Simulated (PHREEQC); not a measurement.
0.029 g of hydrous ferric oxide (600 m²/g; 0.2 weak and 0.005 strong sites per Fe, Dzombak-Morel constants, diffuse double layer) in 1 kg of water with 0.1 mol/kgw of an inert sodium salt, at 25 °C; the pH is set by adding NaOH or the inert anion's acid. Oxygen alone is held at its pressure in air (log pO2 = -0.68). No CO2 enters from the air. Precipitation was switched off in this run.

Base run: PHREEQC, ion-association model, wateq4f.dat. Each further column changes one thing. The table gives surface charge σ (C/m²).

| pH | base | background salt from 0.1 to 0.01 mol/kgw | oxide from 0.029 to 0.15 g/kgw | 9.2e-05 mol/kgw PbCl2 added |
|---|---|---|---|---|
| 4 | 0.321 | 0.216 | 0.321 | 0.322 |
| 5 | 0.215 | 0.113 | 0.215 | 0.218 |
| 6 | 0.111 | 0.049 | 0.111 | 0.159 |
| 7 | 0.045 | 0.017 | 0.045 | 0.174 |
| 8 | 0.004 | 0.001 | 0.004 | 0.160 |
| 9 | -0.034 | -0.013 | -0.034 | 0.103 |
| 10 | -0.094 | -0.040 | -0.094 | 0.045 |
